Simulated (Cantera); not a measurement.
Standard-state values (1 bar) from the NASA 1993 polynomials, evaluated with Cantera. Values are per mole of reaction as written; species without (g) are pure solids or liquids, kept so even where they would boil at 1 bar.

H2(g) + 2 KOH(g) ⇌ 2 K + 2 H2O(g), with ΔH° = -18.4 kJ and ΔS° = -96.5 J/K at 300 K.

Problem. How far is the shortcut ΔG° ≈ ΔH°(300 K) − T·ΔS°(300 K) from the full temperature-dependent value at 623, 648, 673, 698, 723, 748, 773, 798, 823, 848 K?

Solution. 
```
T (K)  shortcut (kJ)  full (kJ)  difference (kJ)  difference in log10 K  condensed phases
-----  -------------  ---------  ---------------  ---------------------  ----------------
623             41.7       37.6              4.1                  -0.34              K(l)
648             44.1       39.7              4.4                  -0.36              K(l)
673             46.5       41.8              4.8                  -0.37              K(l)
698             48.9       43.8              5.1                  -0.38              K(l)
723             51.4       45.9              5.5                  -0.39              K(l)
748             53.8       48.0              5.8                  -0.41              K(l)
773             56.2       50.0              6.2                  -0.42              K(l)
798             58.6       52.1              6.5                  -0.43              K(l)
823             61.0       54.2              6.8                  -0.43              K(l)
848             63.4       56.2              7.2                  -0.44              K(l)
```
The shortcut ignores heat capacities and the phase changes listed.
